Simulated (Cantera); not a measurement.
**Thermodynamics of aluminium nitride and oxide growth, feed AlCl₃ + NH₃ + N₂**

Charge: 1 mol AlCl₃, 14 mol NH₃, a varied amount of N₂, held at 800 °C and 200 Pa.

Cantera equilibrium calculation (NASA polynomials, part measured and part estimated; ideal gas, pure solids and liquids). Candidate condensed phases: Al, AlCl₃, AlN, NH₄Cl; 20 gas species. The numbers say what is thermodynamically allowed, not how fast it happens.

From 18 mol N₂ to 940 mol N₂ the condensed part is AlN(s). The main Al-bearing gas is AlCl₃ throughout. The share of Al in condensed phases is highest at 940 mol N₂ (91.0 %) and lowest at 18 mol N₂ (72.4 %).

```csv
n(N₂) (mol),log p N₂,log p H₂,log p HCl,log p AlCl₃,log p AlCl₂,log p AlCl,log p H,n AlN(s)
18,-2.98,-3.07,-4.03,-4.93,-7.93,-9.05,-9.39,0.724
27,-2.92,-3.15,-4.10,-5.04,-8.01,-9.11,-9.43,0.744
39,-2.87,-3.23,-4.17,-5.16,-8.10,-9.16,-9.47,0.762
59,-2.83,-3.35,-4.27,-5.31,-8.21,-9.23,-9.53,0.784
87,-2.79,-3.47,-4.38,-5.47,-8.32,-9.29,-9.59,0.804
130,-2.76,-3.60,-4.51,-5.66,-8.45,-9.36,-9.65,0.825
190,-2.75,-3.74,-4.64,-5.85,-8.58,-9.43,-9.72,0.843
290,-2.73,-3.91,-4.79,-6.07,-8.73,-9.51,-9.81,0.863
420,-2.72,-4.06,-4.93,-6.27,-8.87,-9.58,-9.88,0.879
630,-2.71,-4.22,-5.09,-6.50,-9.02,-9.66,-9.96,0.895
940,-2.71,-4.39,-5.25,-6.73,-9.18,-9.74,-10.05,0.910
```
log p: log10 of the partial pressure in bar; n: condensed amount in mol.
